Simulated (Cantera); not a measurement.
A perfectly stirred reactor is fed with 9.91 % H2, 90.1 % O2, at 0.0133 bar; it is held at 1250 K, and followed from long to short residence time.

Detailed kinetics in Cantera: GRI-Mech 3.0 (53 species, 325 reactions). Radical loss at walls, strong at low pressure, is not modelled. The temperature is held fixed by assumption; the heat of reaction is taken as removed at once.

One state of this run: x H2 = 0.00238; x O2 = 0.864; x HO2 = 4.72e-6; x H = 0.00842; x H2O = 0.0926. x: mole fraction; the columns are a selection and need not sum to one.

Question: Which value of τ (s) does it belong to?
(A) 1.8
(B) 7.0
(C) 0.031
(D) 0.060

Answer: C, 0.031
